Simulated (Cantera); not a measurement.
# Thermodynamics of iron carbonyl, mercury and lead vapours, feed Pb + O₂ + H₂

A closed system holds: 1 mol Pb, 0.044 mol O₂, 2.4 mol H₂, held at 45.0 Pa.

Equilibrium computed with Cantera from the NASA thermochemical tables; the gas is ideal and each condensed phase is pure. Candidate condensed phases: H₂O, Pb, PbO, PbO₂, Pb₃O₄; 12 gas species. Kinetics and transport are ignored.

```csv
T (K),log p H₂,log p Pb,log p H₂O,log p H,n Pb(l)
775,-3.36,-7.60,-4.78,-13.69,1.000
825,-3.36,-6.84,-4.78,-12.78,0.999
875,-3.36,-6.17,-4.78,-11.98,0.996
925,-3.37,-5.57,-4.79,-11.27,0.986
975,-3.37,-5.04,-4.79,-10.63,0.950
1025,-3.39,-4.56,-4.81,-10.06,0.842
1075,-3.44,-4.12,-4.86,-9.56,0.513
1125,-3.51,-3.88,-4.93,-9.11,0
1175,-3.51,-3.88,-4.93,-8.67,0
1225,-3.51,-3.88,-4.93,-8.26,0
1275,-3.51,-3.88,-4.93,-7.89,0
1325,-3.51,-3.88,-4.93,-7.54,0
1375,-3.51,-3.88,-4.93,-7.22,0
```
log p: log10 of the partial pressure in bar; n: condensed amount in mol.

From 775 K to 1075 K the condensed part is Pb(l). From 1125 K to 1375 K nothing is condensed. The main Pb-bearing gas is Pb throughout.
